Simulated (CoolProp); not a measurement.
A single-stage vapour-compression cycle with n-butane: evaporating at 300.15 K (dew point), condensing at 340.15 K (bubble point), superheat 8 K, subcooling 2 K, compressor efficiency 0.7, no pressure losses. Each further row changes one setting.

The numbers come from the reference Helmholtz-energy equation of state, Bücker 2006 in CoolProp.

```csv
case,cooling COP,pressure ratio,discharge temperature (K),refrigerating effect (kJ/kg),volumetric capacity (kJ/m³)
as stated,4.38,2.92,350.3,276,1750
evaporating temperature 305.15 K,5.21,2.51,349.7,283,2070
condensing temperature 335.15 K,5.16,2.59,345.4,289,1830
subcooling 7 K,4.59,2.92,350.3,289,1830
superheat 18 K,4.48,2.92,360.2,294,1790
compressor efficiency 0.6,3.75,2.92,355.2,276,1750
```
